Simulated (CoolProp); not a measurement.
Vapour-liquid equilibrium of propane (1) + R152A (2) at 216.6 K; x and y are mole fractions of (1).

Computed with CoolProp (multi-fluid Helmholtz-energy mixture model, Lemmon 2009 and Outcalt 1996; pair parameters Bell 2016).

```
x     bubble pressure, mixture model (bar)  bubble pressure, Raoult's law (bar)  y, mixture model  y, Raoult's law
----  ------------------------------------  -----------------------------------  ----------------  ---------------
0.05                                   [?]                               0.2023               [?]            0.126
0.2                                 0.4910                               0.2510               [?]            0.407
0.35                                0.5482                               0.2997               [?]            0.596
0.5                                 0.5623                               0.3484               [?]            0.733
0.65                                0.5675                               0.3971             0.748            0.836
0.8                                 0.5699                               0.4459               [?]            0.917
0.95                                   [?]                               0.4946             0.901            0.981
```

Question: Complete the blanks.

Answer: 
- 0.05, bubble pressure, mixture model (bar): 0.3050
- 0.05, y, mixture model: 0.414
- 0.2, y, mixture model: 0.670
- 0.35, y, mixture model: 0.722
- 0.5, y, mixture model: 0.737
- 0.8, y, mixture model: 0.781
- 0.95, bubble pressure, mixture model (bar): 0.5422

The largest gap from Raoult's law is +95.6 % in bubble pressure, at x = 0.2. y crosses x between x = 0.65 and 0.8: the model has an azeotrope there.

The pair parameters rest on a limited set of measurements; away from them the model extrapolates. With so large a gap from Raoult's law the liquid may split in two, which this calculation doesn't test in full.
